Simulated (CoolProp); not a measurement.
A single-stage vapour-compression cycle with the fluid: evaporating at 297.15 K (dew point), condensing at 352.15 K (bubble point), superheat 8 K, subcooling 8 K, compressor efficiency 0.9, no pressure losses. The same conditions are run with several fluids, on thermodynamics alone (safety and materials aside).

Model: reference Helmholtz-energy equation of state of each fluid (R365MFC: Lemmon 2016; n-perfluorohexane: Gao 2022; propyne: Polt 1992; the fluoroketone C6F12O (FK-5-1-12): McLinden 2015; R1336mzz(Z): McLinden 2020; cyclohexane: Zhou 2014), in CoolProp. The equations of Platzer and Polt are older, rougher fits.

```json
[
 {"fluid": "R365MFC", "cooling COP": "3.96", "pressure ratio": "6.28", "discharge temperature (K)": "352.2", "refrigerating effect (kJ/kg)": "?", "volumetric capacity (kJ/m³)": "447"},
 {"fluid": "n-perfluorohexane", "cooling COP": "3.30", "pressure ratio": "7.14", "discharge temperature (K)": "352.1", "refrigerating effect (kJ/kg)": "49.0", "volumetric capacity (kJ/m³)": "188"},
 {"fluid": "propyne", "cooling COP": "3.96", "pressure ratio": "3.88", "discharge temperature (K)": "378.5", "refrigerating effect (kJ/kg)": "?", "volumetric capacity (kJ/m³)": "3550"},
 {"fluid": "the fluoroketone C6F12O (FK-5-1-12)", "cooling COP": "3.27", "pressure ratio": "?", "discharge temperature (K)": "352.2", "refrigerating effect (kJ/kg)": "?", "volumetric capacity (kJ/m³)": "?"},
 {"fluid": "R1336mzz(Z)", "cooling COP": "3.92", "pressure ratio": "5.92", "discharge temperature (K)": "352.1", "refrigerating effect (kJ/kg)": "116", "volumetric capacity (kJ/m³)": "552"},
 {"fluid": "cyclohexane", "cooling COP": "?", "pressure ratio": "7.73", "discharge temperature (K)": "357.9", "refrigerating effect (kJ/kg)": "311", "volumetric capacity (kJ/m³)": "129"}
]
```

Q: Some entries are withheld; supply them.

A: 
- R365MFC, refrigerating effect (kJ/kg): 137
- propyne, refrigerating effect (kJ/kg): 359
- the fluoroketone C6F12O (FK-5-1-12), pressure ratio: 6.66
- the fluoroketone C6F12O (FK-5-1-12), refrigerating effect (kJ/kg): 49.3
- the fluoroketone C6F12O (FK-5-1-12), volumetric capacity (kJ/m³): 245
- cyclohexane, cooling COP: 4.28

The compression ends wet for: R365MFC; n-perfluorohexane; the fluoroketone C6F12O (FK-5-1-12); R1336mzz(Z).
